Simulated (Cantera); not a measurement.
Cantera run:

```python
import numpy as np
import cantera as ct

gas_names = """
    Electron C C+ C- CH CH+ CH2 CH3 CH4 CN CN+ CN- C2 C2+ C2- C2H C2H2,acetylene C2H2,vinylidene
    C2H3,vinyl CH3CN C2H4 C2H5 C2H6 CCN CNC C2N2 C3 C3H3,propargyl C3H4,allene C3H4,propyne C3H4,cyclo-
    C3H5,allyl C3H6,propylene C3H6,cyclo- C3H7,n-propyl C3H7,i-propyl C3H8 C4 C4H2 C4H4,1,3-cyclo-
    C4H6,butadiene C4H6,2-butyne C4H6,cyclo- C4H8,1-butene C4H8,cis2-buten C4H8,tr2-butene
    C4H8,isobutene C4H8,cyclo- C4H9,n-butyl C4H9,i-butyl C4H9,s-butyl C4H9,t-butyl C4H10,isobutane
    C4H10,n-butane C4N2 C5 C5H6,1,3cyclo- C5H8,cyclo- C5H10,1-pentene C5H10,cyclo- C5H11,pentyl
    C5H11,t-pentyl C5H12,n-pentane C5H12,i-pentane CH3C(CH3)2CH3 C6H2 C6H5,phenyl C6H6 C6H10,cyclo-
    C6H12,1-hexene C6H12,cyclo- C6H13,n-hexyl C7H7,benzyl C7H8 C7H14,1-heptene C7H15,n-heptyl
    C7H16,n-heptane C8H8,styrene C8H10,ethylbenz C8H16,1-octene C8H17,n-octyl C8H18,isooctane
    C8H18,n-octane C9H19,n-nonyl C10H8,naphthale C10H21,n-decyl C12H9,o-bipheny C12H10,bipheny H H+ H-
    HCN HCCN HNC H2 H2+ H2- N N+ N- NH NH+ NH2 NH3 NH4+ N2 N2+ N2- N2H2 N2H4
""".split()
cond_names = """
    C(gr) C6H6(L) C7H8(L) C8H18(L),n-octa
""".split()


def load(file, names, dense=False):
    # The tables refer to 1 bar. Condensed volumes are neglected.
    table = {s.name: s for s in ct.Species.list_from_file(file)}
    out = []
    for n in names:
        d = dict(table[n].input_data)
        d["thermo"] = dict(d["thermo"], **{"reference-pressure": 1e5})
        if dense:
            d["equation-of-state"] = {"model": "constant-volume", "density": "1e6 g/cm^3"}
        out.append(ct.Species.from_dict(d))
    return out


gas = ct.Solution(thermo="ideal-gas", species=load("nasa_gas.yaml", gas_names))
cond = {s.name: ct.Solution(thermo="fixed-stoichiometry", species=[s], name=s.name)
        for s in load("nasa_condensed.yaml", cond_names, dense=True)}
atoms = {
    'C2H4': {'C': 2, 'H': 4},
    'NH3': {'N': 1, 'H': 3},
    'N2': {'N': 2},
}
top_T = {'C(gr)': 4500}  # K; cautious upper limits of use, not melting points


def equilibrate(T, P, feed):
    n = {}
    for name, mol in feed.items():
        for a, k in atoms[name].items():
            n[a] = n.get(a, 0.0) + k * mol
    gas.TPX = T, P, n
    mass = sum(n.values()) * gas.mean_molecular_weight
    gas.equilibrate("TP")
    valid = [c for c in cond.values() if c.min_temp <= T <= top_T.get(c.name, c.max_temp)]
    mix = ct.Mixture([(gas, mass / gas.mean_molecular_weight)] + [(c, 0.0) for c in valid])
    mix.T, mix.P = T, P
    mix.equilibrate("TP", solver="vcs", rtol=1e-11, max_steps=5000)
    return mix


results = []
feed = {'C2H4': 1, 'NH3': 1.7, 'N2': 25}  # mol
P = 170000  # Pa
for T in [2000, 2500, 3000, 3500, 4000, 4500, 5000]:
    mix = equilibrate(T, P, feed)
    results.append((T, P, feed, dict(zip(mix.species_names, mix.species_moles))))
    x = sorted(zip(gas.X, gas.species_names), reverse=True)
    print(f"T = {T:g} K  P = {P:g} Pa  gas = {mix.phase_moles(0):.4g} mol")
    print("   x: " + "  ".join(f"{s} {v:.3e}" for v, s in x if v > 1e-06))
    print("   condensed (mol): " + ("  ".join(f"{mix.phase(i).name} {mix.phase_moles(i):.4g}"
          for i in range(1, mix.n_phases) if mix.phase_moles(i) > 1e-12) or "none"))
```

Result:

```
T = 2000 K  P = 170000 Pa  gas = 30.41 mol
   x: N2 8.474e-01  H2 1.465e-01  HCN 5.195e-03  H 4.774e-04  HNC 2.953e-04  C2H2,acetylene 1.125e-04  CH4 1.549e-05  NH3 1.763e-06  C2N2 1.543e-06
   condensed (mol): C(gr) 1.826
T = 2500 K  P = 170000 Pa  gas = 30.51 mol
   x: N2 8.342e-01  H2 1.311e-01  HCN 2.342e-02  H 6.983e-03  HNC 2.742e-03  C2H2,acetylene 1.418e-03  CN 7.220e-05  C2N2 6.478e-05  C4H2 6.337e-06  C2H 5.424e-06  CH4 4.385e-06  CH3 4.199e-06  C2H2,vinylidene 1.106e-06
   condensed (mol): C(gr) 1.108
T = 3000 K  P = 170000 Pa  gas = 31.02 mol
   x: N2 8.055e-01  H2 9.728e-02  HCN 4.450e-02  H 3.777e-02  HNC 8.398e-03  C2H2,acetylene 3.827e-03  CN 1.784e-03  C2N2 4.803e-04  C2H 2.554e-04  C3 9.228e-05  C4H2 6.281e-05  C 2.371e-05  C2H2,vinylidene 1.207e-05  C2 1.179e-05  N 9.586e-06  CH3 6.138e-06  CH2 5.541e-06  C4N2 5.182e-06  CH 4.330e-06  CNC 3.449e-06  NH 1.895e-06  C6H2 1.094e-06  C5 1.068e-06
   condensed (mol): none
T = 3500 K  P = 170000 Pa  gas = 32.44 mol
   x: N2 7.706e-01  H 1.119e-01  H2 6.109e-02  HCN 3.298e-02  CN 9.345e-03  HNC 8.716e-03  C2H2,acetylene 1.744e-03  C2H 1.006e-03  C3 8.335e-04  C 6.371e-04  C2N2 5.719e-04  C2 2.561e-04  N 1.492e-04  CH 4.560e-05  CNC 3.338e-05  C4H2 2.073e-05  C2H2,vinylidene 1.462e-05  CH2 1.344e-05  NH 1.144e-05  C5 7.417e-06  C4N2 4.514e-06  C4 3.535e-06  CH3 2.948e-06
   condensed (mol): none
T = 4000 K  P = 170000 Pa  gas = 34.45 mol
   x: N2 7.286e-01  H 1.934e-01  H2 2.501e-02  CN 2.283e-02  HCN 1.413e-02  C 5.331e-03  HNC 4.793e-03  C3 1.531e-03  C2 1.291e-03  N 1.162e-03  C2H 1.079e-03  C2N2 3.258e-04  C2H2,acetylene 2.856e-04  CH 1.443e-04  CNC 9.087e-05  NH 3.331e-05  CH2 1.069e-05  C4 6.639e-06  C5 5.698e-06  C2H2,vinylidene 4.908e-06  CCN 3.788e-06  C4H2 1.345e-06  C4N2 1.027e-06
   condensed (mol): none
T = 4500 K  P = 170000 Pa  gas = 35.87 mol
   x: N2 7.012e-01  H 2.328e-01  CN 2.790e-02  C 1.682e-02  H2 7.703e-03  N 5.781e-03  HCN 3.489e-03  C2 1.655e-03  HNC 1.433e-03  C3 5.402e-04  C2H 3.266e-04  CH 1.682e-04  C2N2 7.830e-05  CNC 7.238e-05  NH 6.048e-05  C2H2,acetylene 1.590e-05  CCN 4.472e-06  CH2 3.314e-06  C4 1.459e-06  C+ 1.374e-06  Electron 1.035e-06
   condensed (mol): none
T = 5000 K  P = 170000 Pa  gas = 36.73 mol
   x: N2 6.815e-01  H 2.417e-01  C 2.864e-02  CN 2.240e-02  N 2.099e-02  H2 2.401e-03  C2 9.295e-04  HCN 6.941e-04  HNC 3.315e-04  CH 1.154e-04  NH 8.761e-05  C3 7.354e-05  C2H 5.164e-05  CNC 2.778e-05  C2N2 1.169e-05  C+ 7.690e-06  Electron 7.415e-06  CCN 2.352e-06
   condensed (mol): none
```

Method: chemical equilibrium by Gibbs-energy minimisation in Cantera with the NASA 1993 tables (ideal gas, pure condensed phases).
